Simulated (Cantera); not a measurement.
A closed system holds: 1 mol SiC, 0.021 mol N2O, 95 mol N2, held at 44.0 Pa.

These are equilibrium values from Cantera (NASA tables, ideal gas, pure condensed phases), not measurements of a reactor. Candidate condensed phases: C, Si, SiC, SiO2, Si2N2O, Si3N4; 34 gas species. The tables' values for SiN are old estimates; treat these amounts as uncertain. Kinetics and transport are ignored.

Task: At 2148 K, list the 5 most abundant gas species with their mole fractions, and the condensed phases.

Result: N2 0.989, Si 0.00944, SiC2 0.000740, CO 0.000218, CN 0.000162. Condensed: C(graphite).
